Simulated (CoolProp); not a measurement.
Vapour-liquid equilibrium of dimethyl ether (1) + R227EA (2) at 316 K; x and y are mole fractions of (1).

Model: multi-fluid Helmholtz-energy mixture model, Wu 2011 and Lemmon 2016; pair parameters Bell 2016, in CoolProp.

```
x      bubble pressure (bar)  y at the bubble point  dew pressure at overall composition x (bar)  liquid density (mol/L)
-----  ---------------------  ---------------------  -------------------------------------------  ----------------------
0.05                   7.316                  0.026                                        7.127                   7.952
0.125                  6.937                  0.081                                        6.746                   8.341
0.2                    6.645                  0.157                                        6.546                   8.729
0.275                  6.472                  0.251                                        6.451                   9.119
0.35                   6.433                  0.357                                        6.431                   9.515
0.425                  6.525                  0.468                                        6.474                   9.921
0.5                    6.735                  0.575                                        6.575                   10.34
0.575                  7.042                  0.672                                        6.736                   10.77
0.65                   7.421                  0.756                                        6.961                   11.23
0.725                  7.848                  0.827                                        7.266                   11.70
0.8                    8.305                  0.886                                        7.670                   12.20
0.875                  8.776                  0.935                                        8.210                   12.73
0.95                   9.254                  0.976                                        8.942                   13.30
```

y crosses x between x = 0.275 and 0.35: the model has an azeotrope there.

Pair parameters are fitted to limited data, so mixtures are less certain than the pure fluids.
